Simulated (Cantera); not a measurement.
An adiabatic, constant-pressure homogeneous reactor starts with 11.0 % H₂, 17.6 % O₂, 58.3 % N₂, 13.1 % H₂O, equivalence ratio 0.31, at 1800 K and 1.00 bar.

Model: GRI-Mech 3.0 (53 species, 325 reactions), integrated in Cantera.

One state of this run: T (K) = 2408; x H₂ = 0.00261; x O₂ = 0.123; x H₂O = 0.243; x H = 0.000851; x NO = 0.00281; x O = 0.00319; x N₂O = 5.63e-7. x: mole fraction; the columns are a selection and need not sum to one.

Which value of t (s) does it belong to?
A) 1.18e-5
B) 6.11e-5
C) 0.00848
D) 0.000139

C, 0.00848
